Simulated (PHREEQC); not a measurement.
# Brackish or sea water (model solution)

Synthetic water in mg/L, 50 °C, pH 5.85, pe 8.7:

```
constituent         mg/L
------------------  ----
Na                  3680
K                   98.1
Ca                   251
Mg                   122
Cl                  4980
S(6) as SO4         2020
Alkalinity as HCO3  51.9
Cd                   2.4
F                    5.7
Li                  11.1
```

Valence states are taken as typed.

All values are PHREEQC results (ion-association model, phreeqc.dat), not measurements.

This is a speciation only: nothing precipitates in the calculation.

Predict the ionic strength.

ionic strength 0.200 mol/kgw.

In which forms is Mg present?

Mg+2 65 %, MgSO4 34 %, MgF+ 0.5 % of the Mg.

Examples of supersaturated solids here: Fluorite. Others may be too. At this temperature some constants are extrapolated from 25 °C, and those without enthalpy data are left unchanged.
